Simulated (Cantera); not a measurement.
A perfectly stirred reactor is fed with C₂H₄ : H₂ = 1 : 39 (molar parts), at 1.01 bar; it is held at 1850 K, and followed from long to short residence time.

Computed with Cantera and GRI-Mech 3.0 (53 species, 325 reactions). GRI-Mech 3.0 was tuned for natural gas; its chemistry of ethylene as a main component is partial and can be far from experiment. GRI-Mech 3.0 stops at C3 and has no aromatics, soot or wall deposition, so with more carbon than oxygen in the feed, carbon stays in small species such as C2H2 where larger ones or solid carbon would form.

**Question.** What does this change do: temperature 1850 to 1750 K?

**Answer.** 
```
quantity                  before     after
----------------------  --------  --------
x(C₂H₄) at τ = 0.540 s  0.000356  0.000643
x(H₂) at τ = 0.540 s       0.972     0.971
x(CH₄) at τ = 0.540 s    0.00520   0.00915
x(C₂H₆) at τ = 0.540 s   3.12e-7   8.47e-7
x(CH₂) at τ = 0.540 s    3.66e-8   1.13e-8
x(C₂H₄) at τ = 38.0 ms  0.000434  0.000910
x(H₂) at τ = 38.0 ms       0.974     0.974
x(CH₄) at τ = 38.0 ms    0.00211   0.00245
x(C₂H₆) at τ = 38.0 ms   1.93e-7   6.72e-7
x(CH₂) at τ = 38.0 ms    1.50e-8   3.35e-9
```

**Question.** What does this change do: 0.71 parts H2O added?

**Answer.** 
```
quantity                  before     after
----------------------  --------  --------
x(C₂H₄) at τ = 0.540 s  0.000356  0.000291
x(H₂) at τ = 0.540 s       0.972     0.959
x(CH₄) at τ = 0.540 s    0.00520   0.00518
x(C₂H₆) at τ = 0.540 s   3.12e-7   2.87e-7
x(CH₂) at τ = 0.540 s    3.66e-8   3.95e-8
x(C₂H₄) at τ = 38.0 ms  0.000434  0.000408
x(H₂) at τ = 38.0 ms       0.974     0.958
x(CH₄) at τ = 38.0 ms    0.00211   0.00260
x(C₂H₆) at τ = 38.0 ms   1.93e-7   1.97e-7
x(CH₂) at τ = 38.0 ms    1.50e-8   2.38e-8
```

**Question.** What does this change do: pressure from 1.01 bar to 100.0 Torr?

**Answer.** 
```
quantity                  before     after
----------------------  --------  --------
x(C₂H₄) at τ = 0.540 s  0.000356   6.28e-5
x(H₂) at τ = 0.540 s       0.972     0.974
x(CH₄) at τ = 0.540 s    0.00520  0.000349
x(C₂H₆) at τ = 0.540 s   3.12e-7   3.66e-9
x(CH₂) at τ = 0.540 s    3.66e-8   1.65e-8
x(C₂H₄) at τ = 38.0 ms  0.000434  0.000359
x(H₂) at τ = 38.0 ms       0.974     0.975
x(CH₄) at τ = 38.0 ms    0.00211   5.58e-5
x(C₂H₆) at τ = 38.0 ms   1.93e-7   1.23e-8
x(CH₂) at τ = 38.0 ms    1.50e-8   1.12e-9
```
